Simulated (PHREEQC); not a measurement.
Solution (25 °C): 27 mmol/kgw HF, 3.4 mmol/kgw CsF and 15 mmol/kgw H2SiF6. Closed to the air; pH follows from the charge balance.

Computed with PHREEQC (ion-association model, wateq4f.dat).

**Question.** The ionic strength comes out as 0.0460 mol/kgw. What activity coefficients do F-, H+, HF2-, Cs+, SiF6-2 get?

**Answer.** F- 0.82, H+ 0.86, HF2- 0.82, Cs+ 0.83, SiF6-2 0.47.

Precipitation was switched off in this run. Complexes and solids missing from the database can't appear. SiF6-2 is the database's only silicon fluoride.
